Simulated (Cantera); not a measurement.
## Premixed flame

A freely propagating, adiabatic, planar premixed flame of 13.6 % CH₄, 18.1 % O₂, 68.3 % N₂, equivalence ratio 1.5, unburnt at 425 K and 1.00 atm; unity-Lewis-number transport, grid criteria slope 0.08 and curve 0.16, no radiation.

Detailed kinetics in Cantera: GRI-Mech 3.0 (53 species, 325 reactions). Unity Lewis numbers drop preferential diffusion, which matters most where H2 and H carry the flame. Burning velocities carry a grid error of a few per cent, more on coarse grids.

```tsv
z (mm)	T (K)	u (m/s)	x CH₄	x O₂	x CO₂	x N₂O	x NO	x H
-3.57	427	0.161	0.136	0.181	3.19e-5	<1e-8	<1e-8	<1e-8
-2.38	435	0.164	0.135	0.180	0.000177	<1e-8	2.45e-8	<1e-8
-1.79	465	0.175	0.133	0.177	0.000746	<1e-8	1.18e-7	<1e-8
-1.19	622	0.236	0.120	0.160	0.00376	<1e-8	8.54e-7	<1e-8
-0.595	1104	0.429	0.0754	0.105	0.0138	1.05e-8	5.23e-6	2.99e-6
-0.298	1475	0.586	0.0398	0.0594	0.0221	1.63e-8	9.37e-6	8.01e-5
0	1809	0.733	0.0103	0.0183	0.0306	1.64e-8	1.44e-5	0.00100
0.298	1942	0.793	0.00240	0.00353	0.0356	<1e-8	2.06e-5	0.00176
0.595	1974	0.807	0.00125	0.000832	0.0377	<1e-8	2.48e-5	0.00133
1.19	1986	0.813	0.000881	0.000107	0.0391	<1e-8	2.84e-5	0.000692
2.38	1989	0.814	0.000696	8.20e-6	0.0397	<1e-8	3.17e-5	0.000434
4.76	1987	0.815	0.000488	3.72e-7	0.0398	<1e-8	3.77e-5	0.000388
9.52	1985	0.815	0.000247	2.42e-7	0.0394	<1e-8	4.95e-5	0.000382
```
x: mole fraction of selected species; z is measured from the peak of heat release.

* **laminar burning velocity**: 16.0 cm/s
* **thermal thickness**: 1.19 mm
* **peak x(H)**: 0.00176
* **grid points**: 116
